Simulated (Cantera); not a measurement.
## Premixed flame

A freely propagating, adiabatic, planar premixed flame of H2 : O2 : N2 = 1 : 0.649 : 2.44 (molar parts), equivalence ratio 0.77, unburnt at 575 K and 82.5 Torr; unity-Lewis-number transport, grid criteria slope 0.08 and curve 0.16, no radiation.

Cantera simulation using the H2/O2 subset of GRI-Mech 3.0, which has no nitrogen chemistry; the numbers are that mechanism's predictions, not measurements. Unity Lewis numbers drop preferential diffusion, which matters most where H2 and H carry the flame. Burning velocities carry a grid error of a few per cent, more on coarse grids.

```csv
z (mm),T (K),u (m/s),x H2,x O2,x OH,x H2O2,x HO2,x H
-17.2,575,2.99,0.245,0.159,<1e-8,<1e-8,<1e-8,<1e-8
-11.5,575,2.99,0.245,0.159,<1e-8,<1e-8,<1e-8,<1e-8
-8.59,575,2.99,0.245,0.159,<1e-8,<1e-8,<1e-8,<1e-8
-5.73,575,2.99,0.245,0.159,<1e-8,<1e-8,3.99e-7,<1e-8
-2.86,585,3.04,0.243,0.158,4.94e-6,4.16e-7,3.43e-5,5.51e-5
-1.43,717,3.69,0.222,0.149,0.000203,5.60e-7,3.22e-5,0.00463
0,1099,5.53,0.0965,0.0950,0.00315,6.88e-7,1.31e-5,0.0551
1.43,1343,6.65,0.0319,0.0612,0.00769,8.17e-7,6.72e-6,0.0703
2.86,1462,7.17,0.0294,0.0567,0.00999,6.35e-7,5.27e-6,0.0594
5.73,1603,7.78,0.0290,0.0535,0.0127,3.74e-7,4.07e-6,0.0456
11.5,1754,8.41,0.0271,0.0502,0.0152,1.92e-7,3.07e-6,0.0323
22.9,1904,9.02,0.0234,0.0471,0.0167,1.02e-7,2.26e-6,0.0209
45.8,2044,9.57,0.0183,0.0444,0.0168,6.26e-8,1.69e-6,0.0119
```
x: mole fraction of selected species; z is measured from the peak of heat release.

The laminar burning velocity is 299 cm/s and the thermal thickness comes out as 5.73 mm. The peak x(OH) is 0.0169 and the peak x(H2O2) is 8.66e-7. The peak x(HO2) is 4.37e-5 and the peak x(H) is 0.0725.
